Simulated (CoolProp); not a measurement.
Vapour-liquid equilibrium of CH2F2 (R32) (1) + R1234yf (2) at 0.282 MPa; x and y are mole fractions of (1).

Values from CoolProp's multi-fluid Helmholtz-energy mixture model, Tillner-Roth 1997 and Lemmon 2022; pair parameters Bell 2023.

Give the bubble temperature and the first vapour's composition at x = 0.05, 0.35, 0.75. Is there an azeotrope?

x = 0.05: 266.3 K, y = 0.151; x = 0.35: 252.8 K, y = 0.624; x = 0.75: 245.9 K, y = 0.852. No azeotrope shows between x = 0.05 and 0.95.

The pair parameters rest on a limited set of measurements; away from them the model extrapolates.
